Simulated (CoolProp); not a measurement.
R11 at several states: density (kg/m³) from the reference equation and from simpler models built on Tc = 198.0 °C, pc = 4.408 MPa, ω = 0.189; each cubic takes its own stable root.

Model: reference Helmholtz-energy equation of state, Jacobsen 1992, in CoolProp.

```tsv
T (°C)	p (MPa)	phase	reference
-69.75	0.0794	liquid	1685
135.95	11.6	liquid	1237
53.95	0.967	liquid	1407
```

Problem. How far does each simpler model (van der Waals, Redlich-Kwong, Peng-Robinson) lie from the reference over these 3 states: mean and median of the absolute difference, and the worst?

Solution. 
- van der Waals: mean 35.2 %, median 36.9 %, worst -37.6 % at -69.75 °C and 0.0794 MPa
- Redlich-Kwong: mean 7.6 %, median 7.4 %, worst -8.2 % at 53.95 °C and 0.967 MPa
- Peng-Robinson: mean 5.9 %, median 6.1 %, worst +6.7 % at 53.95 °C and 0.967 MPa
